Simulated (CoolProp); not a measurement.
The fluid at 298.15 K and 0.604 MPa is compressed adiabatically to 4.31 MPa with isentropic efficiency 0.6. The same conditions are run with several fluids, on thermodynamics alone (safety and materials aside).

Model: reference Helmholtz-energy equation of state of each fluid (carbonyl sulfide: Lemmon 2006; R404A: Lemmon 2003; R125: Lemmon 2005), in CoolProp. Blends and air are pseudo-pure fits.

Problem. Rank carbonyl sulfide, R404A, R125 by work (kJ/kg), highest first.

Solution. carbonyl sulfide (149), R404A (73.8), R125 (59.9)

```
fluid             final temperature (K)    final phase  final density (kg/m³)
----------------  ---------------------  -------------  ---------------------
carbonyl sulfide                  510.9            gas                   66.8
R404A                             403.3  supercritical                    171
R125                              393.9  supercritical                    216
```
